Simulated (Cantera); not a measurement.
Charge: 1 mol c-C4F8, 0.084 mol HCl, 0.094 mol H2, held at 2073 K and 800 Pa.

These are equilibrium values from Cantera (NASA tables, ideal gas, pure condensed phases), not measurements of a reactor. Candidate condensed phases: C, C6H6, C7H8, C8H18; 118 gas species. The feed counts by its element totals alone. Gases not in the tables: C2F6 and larger saturated fluorocarbons. Rates play no part.

Base state: CF4 0.609, CF2 0.174, HF 0.102, F 0.0730, Cl 0.0312, CF3 0.0108, CF 0.000479, CClF3 7.58e-5 (mole fractions); condensed: C(graphite).

Problem. What changes in the equilibrium state with this change: pressure from 800 Pa to 27000 Pa?

Solution. 
```json
[
 {"species": "CF4", "before": "0.609", "after": "0.803"},
 {"species": "HF", "before": "0.102", "after": "0.116"},
 {"species": "CF2", "before": "0.174", "after": "0.0344"},
 {"species": "F", "before": "0.0730", "after": "0.00559"},
 {"species": "CF3", "before": "0.0108", "after": "0.00550"},
 {"species": "Cl", "before": "0.0312", "after": "0.0333"},
 {"species": "Cl2", "before": "8.37e-6", "after": "0.000321"},
 {"species": "CClF3", "before": "7.58e-5", "after": "0.00139"},
 {"species": "HCl", "before": "3.22e-5", "after": "0.000512"},
 {"species": "C(graphite), mol", "before": "1.88", "after": "2.03"}
]
```
